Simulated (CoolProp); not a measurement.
Methanol along the isotherm 47.85 °C: density (kg/m³) from the reference equation and from simpler models built on Tc = 240.2 °C, pc = 8.216 MPa, ω = 0.565; each cubic takes its own stable root.

The numbers come from the reference Helmholtz-energy equation of state, de Reuck 1993 in CoolProp.

```tsv
p (MPa)	phase	reference	Soave-Redlich-Kwong	Peng-Robinson
0.039	gas	0.4797	0.4719	0.4720
0.0588	liquid	764.6	589.3	664.1
0.0887	liquid	764.6	589.3	664.1
0.134	liquid	764.7	589.3	664.1
0.202	liquid	764.8	589.4	664.1
0.305	liquid	764.9	589.4	664.2
0.459	liquid	765.1	589.5	664.3
0.693	liquid	765.3	589.6	664.4
1.05	liquid	765.7	589.8	664.5
1.58	liquid	766.3	590.0	664.8
2.38	liquid	767.2	590.4	665.1
3.59	liquid	768.5	591.0	665.7
5.42	liquid	770.5	591.8	666.4
8.17	liquid	773.3	593.1	667.6
12.3	liquid	777.4	594.9	669.3
```
